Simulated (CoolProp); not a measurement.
A single-stage vapour-compression cycle with the fluid: evaporating at 245.15 K (dew point), condensing at 295.15 K (bubble point), superheat 5 K, subcooling 0 K, compressor efficiency 0.8, no pressure losses. The same conditions are run with several fluids, on thermodynamics alone (safety and materials aside).

The numbers come from the reference Helmholtz-energy equation of state of each fluid (nitrous oxide: Lemmon 2006; carbon dioxide: Span 1996; chloromethane (R40): Thol 2014; R142b: Lemmon 2006; n-perfluorobutane: Gao 2022; R407C: Lemmon 2003) in CoolProp. Blends and air are pseudo-pure fits.

| fluid | cooling COP | pressure ratio | discharge temperature (K) | refrigerating effect (kJ/kg) | volumetric capacity (kJ/m³) |
|---|---|---|---|---|---|
| nitrous oxide | ___ | 3.76 | 356.2 | 185 | ___ |
| carbon dioxide | 2.26 | 3.93 | 362.8 | 180 | 6880 |
| chloromethane (R40) | 3.22 | 6.24 | ___ | 357 | 755 |
| R142b | 3.25 | ___ | ___ | 175 | 380 |
| n-perfluorobutane | 2.53 | 7.80 | 295.1 | 54.5 | 198 |
| R407C | ___ | 7.22 | 338.5 | 167 | 1100 |

Problem. Complete the blanks.

Solution. 
- nitrous oxide, cooling COP: 2.44
- nitrous oxide, volumetric capacity (kJ/m³): 6490
- chloromethane (R40), discharge temperature (K): 386.5
- R142b, pressure ratio: 6.99
- R142b, discharge temperature (K): 321.9
- R407C, cooling COP: 2.67

The compression ends wet for: n-perfluorobutane.
